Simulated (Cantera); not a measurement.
An adiabatic, constant-pressure homogeneous reactor starts with CH4 : O2 : N2 : H2O = 1 : 1.43 : 5.37 : 0.17 (molar parts), at 1475 K and 4.93 atm. Integrator tolerance rtol = 1e-08.

Detailed kinetics in Cantera: GRI-Mech 3.0 (53 species, 325 reactions).

```tsv
quantity	before	after
time of steepest temperature rise	0.537 ms	0.614 ms
temperature at 2.00 s	2788 K	2592 K
equilibrium temperature	2788 K	2592 K
x(CH4) at 2.00 s	2.17e-12 (gas-phase equilibrium 2.53e-12)	8.79e-11 (gas-phase equilibrium 9.92e-11)
x(O2) at 2.00 s	0.000919 (gas-phase equilibrium 0.000919)	2.54e-5 (gas-phase equilibrium 2.54e-5)
x(H2O) at 2.00 s	0.186 (gas-phase equilibrium 0.186)	0.159 (gas-phase equilibrium 0.159)
x(H2O2) at 2.00 s	1.55e-7 (gas-phase equilibrium 1.55e-7)	1.52e-8 (gas-phase equilibrium 1.52e-8)
x(C2H) at 2.00 s	<1e-12 (gas-phase equilibrium <1e-12)	<1e-12 (gas-phase equilibrium <1e-12)
```

Q: What was changed between the two runs?
A) CH4 1 to 0.3 parts
B) pressure from 4.93 atm to 1.00 atm
C) CH4 1 to 1.3 parts
D) initial temperature 1475 to 1200 K

A: C, CH4 1 to 1.3 parts
